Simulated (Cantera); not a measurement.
A perfectly stirred reactor is fed with CH4 : CO2 : H2 = 1 : 3.2 : 0.13 (molar parts), at 4.93 atm; it is held at 1975 K, and followed from long to short residence time.

Detailed kinetics in Cantera: GRI-Mech 3.0 (53 species, 325 reactions).

Problem. What does this change do: CO2 3.2 to 22 parts?

Solution. 
```csv
quantity,before,after
x(CH4) at τ = 0.320 s,0.00121,4.18e-5
x(CO2) at τ = 0.320 s,0.156,0.755
x(H2) at τ = 0.320 s,0.141,0.00384
x(CH2) at τ = 0.320 s,6.80e-8,7.53e-9
x(C2H6) at τ = 0.320 s,9.71e-8,1.55e-9
x(CH4) at τ = 54.0 ms,0.00465,0.000283
x(CO2) at τ = 54.0 ms,0.168,0.756
x(H2) at τ = 54.0 ms,0.133,0.00388
x(CH2) at τ = 54.0 ms,3.07e-7,4.45e-8
x(C2H6) at τ = 54.0 ms,1.51e-6,6.06e-8
```

Problem. What does this change do: CO2 3.2 to 0.42 parts?

Solution. 
```csv
quantity,before,after
x(CH4) at τ = 0.320 s,0.00121,0.0152
x(CO2) at τ = 0.320 s,0.156,0.000828
x(H2) at τ = 0.320 s,0.141,0.599
x(CH2) at τ = 0.320 s,6.80e-8,2.60e-7
x(C2H6) at τ = 0.320 s,9.71e-8,4.74e-6
x(CH4) at τ = 54.0 ms,0.00465,0.0234
x(CO2) at τ = 54.0 ms,0.168,0.00377
x(H2) at τ = 54.0 ms,0.133,0.573
x(CH2) at τ = 54.0 ms,3.07e-7,4.67e-7
x(C2H6) at τ = 54.0 ms,1.51e-6,9.79e-6
```
GRI-Mech 3.0 stops at C3 and has no aromatics, soot or wall deposition, so with more carbon than oxygen in the feed, carbon stays in small species such as C2H2 where larger ones or solid carbon would form.
